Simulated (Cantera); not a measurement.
A freely propagating, adiabatic, planar premixed flame of 12.5 % CH4, 0.826 % C2H6, 0.450 % C3H8, 21.5 % O2, 64.7 % N2, equivalence ratio 1.4, unburnt at 700 K and 41000 Pa; mixture-averaged transport, grid criteria slope 0.08 and curve 0.16, no radiation.

Model: GRI-Mech 3.0 (53 species, 325 reactions), integrated in Cantera. Burning velocities carry a grid error of a few per cent, more on coarse grids.

### Question
Predict: laminar burning velocity; thermal thickness; peak x(C2H2).

### Answer
laminar burning velocity: 198 cm/s
thermal thickness: 0.658 mm
peak x(C2H2): 0.00250
